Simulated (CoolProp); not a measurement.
Vapour-liquid equilibrium of ethane (1) + C2F6 (R116) (2) at 261.7 K; x and y are mole fractions of (1).

Computed with CoolProp (multi-fluid Helmholtz-energy mixture model, Bücker 2006 and Lemmon 2006; pair parameters Bell 2016).

Task: Give the bubble pressure and the first vapour's composition at x = 0.45, 0.55, 0.95. Is there an azeotrope?

Result: x = 0.45: 2.073 MPa, y = 0.532; x = 0.55: 2.130 MPa, y = 0.595; x = 0.95: 1.919 MPa, y = 0.909. y crosses x between x = 0.65 and 0.75: the model has an azeotrope there.

The pair parameters rest on a limited set of measurements; away from them the model extrapolates.
